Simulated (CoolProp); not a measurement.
Vapour-liquid equilibrium of R124 (1) + R142b (2) at 2.77 kPa; x and y are mole fractions of (1).

The numbers come from the multi-fluid Helmholtz-energy mixture model, de Vries 1995 and Lemmon 2006; pair parameters Bell 2016 in CoolProp.

```tsv
x	bubble temperature (°C)	y at the bubble point	dew temperature at overall composition x (°C)	liquid density (mol/L)
0.05	-73.1	0.050	-73.1	13.17
0.125	-73.1	0.125	-73.1	(withheld)
0.2	-73.1	0.200	-73.1	12.99
0.275	-73.1	0.276	-73.1	(withheld)
0.35	-73.1	0.353	-73.1	12.80
0.425	-73.1	0.431	-73.1	(withheld)
0.5	-73.2	0.510	-73.2	12.63
0.575	-73.2	0.590	-73.2	12.54
0.65	-73.3	(withheld)	-73.3	12.45
0.725	-73.4	0.747	-73.4	12.37
0.8	-73.5	0.823	-73.5	(withheld)
0.875	-73.7	0.894	-73.6	12.20
0.95	-73.9	(withheld)	-73.8	12.12
```

Problem. Some entries are withheld; supply them.

Solution. 
- 0.125, liquid density (mol/L): 13.08
- 0.275, liquid density (mol/L): 12.89
- 0.425, liquid density (mol/L): 12.71
- 0.65, y at the bubble point: 0.670
- 0.8, liquid density (mol/L): 12.28
- 0.95, y at the bubble point: 0.960

y crosses x between x = 0.05 and 0.125: the model has an azeotrope there.

Pair parameters are fitted to limited data, so mixtures are less certain than the pure fluids.
